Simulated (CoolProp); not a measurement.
The numbers come from the reference Helmholtz-energy equation of state, Lemmon 2016 in CoolProp.

**Question.** Give the vapour pressure (bar), liquid density (kg/m³), vapour density (kg/m³), enthalpy of vaporisation (kJ/kg) of saturated R365MFC at 337.6, 350.9 K.

**Answer.** 
```json
[
 {"T (K)": "337.6", "p (bar)": "2.25", "liquid density (kg/m³)": "1170", "vapour density (kg/m³)": "12.9", "enthalpy of vaporisation (kJ/kg)": "176"},
 {"T (K)": "350.9", "p (bar)": "3.31", "liquid density (kg/m³)": "1140", "vapour density (kg/m³)": "18.8", "enthalpy of vaporisation (kJ/kg)": "168"}
]
```
